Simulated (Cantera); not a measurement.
Cantera run:

```python
import numpy as np
import cantera as ct

gas_names = [...]  # 113 gases of nasa_gas.yaml made of C, H, O, Ta
cond_names = """
    C(gr) C6H6(L) C7H8(L) C8H18(L),n-octa H2O(s) H2O(L) Ta(cr) Ta(L) TaC(s) TaC(L) Ta2O5(s) Ta2O5(L)
""".split()


# ... load() reads the species with a 1 bar reference pressure and builds the phases ...
atoms = {
    'Ta': {'Ta': 1},
    'CO2': {'C': 1, 'O': 2},
    'H2': {'H': 2},
}
top_T = {'C(gr)': 4500}  # K; cautious upper limits of use, not melting points


# ... equilibrate(T, P, feed) seeds the gas with the atoms and calls Mixture.equilibrate('TP', solver="vcs", rtol=1e-11, max_steps=5000) ...
results = []
feed = {'Ta': 1, 'CO2': 4.2, 'H2': 72}  # mol
P = 160000  # Pa
for T in [1400, 1475, 1550, 1625, 1700, 1775, 1850, 1925, 2000, 2075, 2150, 2225]:
    mix = equilibrate(T, P, feed)
    results.append((T, P, feed, dict(zip(mix.species_names, mix.species_moles))))

top = {s: max(r[3][s] / sum(r[3][g] for g in gas_names) for r in results) for s in gas_names}
cols = sorted((s for s in top if top[s] > 0.0001), key=lambda s: -top[s])[:9]
seen = [c for c in cond_names if any(r[3].get(c, 0) > 1e-12 for r in results)]
print("log10 of partial pressures in bar; condensed amounts in mol")
print(f"{'T/K':>10s}" + "".join(f"{s[:9]:>10s}" for s in cols + seen))
for T, P, feed, n in results:
    ng = sum(n[g] for g in gas_names)
    print(f"{T:10.4g}" + "".join(f"{np.log10(max(n[s] / ng * P / 1e5, 1e-99)):10.3f}" for s in cols)
          + "".join(f"{n.get(c, 0):10.4g}" for c in seen))
```

Output:

```
log10 of partial pressures in bar; condensed amounts in mol
       T/K        H2        CO       H2O         H       CO2  Ta2O5(s)  Ta2O5(L)
      1400     0.169    -1.060    -1.457    -5.228    -3.023       0.5         0
      1475     0.169    -1.059    -1.457    -4.802    -3.080       0.5         0
      1550     0.169    -1.058    -1.456    -4.417    -3.131       0.5         0
      1625     0.169    -1.058    -1.455    -4.067    -3.175       0.5         0
      1700     0.169    -1.058    -1.455    -3.747    -3.215       0.5         0
      1775     0.169    -1.057    -1.454    -3.454    -3.251       0.5         0
      1850     0.169    -1.057    -1.454    -3.184    -3.284       0.5         0
      1925     0.169    -1.057    -1.454    -2.935    -3.314       0.5         0
      2000     0.169    -1.057    -1.453    -2.704    -3.340       0.5         0
      2075     0.168    -1.057    -1.453    -2.490    -3.365         0       0.5
      2150     0.168    -1.057    -1.453    -2.291    -3.387         0    0.4999
      2225     0.167    -1.058    -1.454    -2.105    -3.408         0    0.4997
```

Method: chemical equilibrium by Gibbs-energy minimisation in Cantera with the NASA 1993 tables (ideal gas, pure condensed phases).
